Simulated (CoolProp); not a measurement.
The numbers come from the reference Helmholtz-energy equation of state, Bücker 2006 in CoolProp.

Problem. Give the vapour pressure (kPa), liquid density (kg/m³), vapour Z, liquid viscosity (µPa s) of saturated isobutane at 51.15, 55.95, 99.55 °C.

Solution. 
```csv
T (°C),p (kPa),liquid density (kg/m³),vapour Z,liquid viscosity (µPa s)
51.15,704,516,0.839,116
55.95,791,509,0.825,110
99.55,1970,431,0.659,68.2
```

Viscosity comes from a separate model (Vogel 2000).
